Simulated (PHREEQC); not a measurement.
Consider water at 25 °C with 0.014 mol/kgw HNO3 and 0.27 mol/kgw CuSO4. Closed to the air; pH follows from the charge balance.

All values are PHREEQC results (ion-association model, wateq4f.dat), not measurements.

Each row changes one thing in this solution. This is a speciation only: nothing precipitates in the calculation.

```tsv
case	pH	ionic strength (mol/kgw)	CuSO4 (mol/kgw)	Cu+2 (mol/kgw)	SO4-2 (mol/kgw)	HSO4- (mol/kgw)	SI of Chalcanthite (CuSO4:5H2O)	SI of Tenorite (CuO)
as made	2.54	0.510	0.141	0.129	0.119	0.0102	-0.49	-4.04
0.024 mol/kgw H3PO4 added	2.20	0.523	0.136	0.134	0.113	0.0210	-0.50	-4.70
HNO3 from 0.014 to 0.07 mol/kgw	1.77	0.561	0.123	0.147	0.0988	0.0479	-0.54	-5.52
CuSO4 from 0.27 to 0.405 mol/kgw	2.63	0.734	0.220	0.185	0.175	0.0109	-0.28	-3.75
HNO3 from 0.014 to 0.0154 mol/kgw	2.50	0.511	0.141	0.130	0.118	0.0112	-0.49	-4.12
```

The ionic strength passes 0.7 mol/kgw, the rough limit of the ion-association models, in CuSO4 from 0.27 to 0.405 mol/kgw. H3PO4, which wateq4f.dat lacks, is added to it with the constant of phreeqc.dat. The database has no phosphate complexes of Cu.
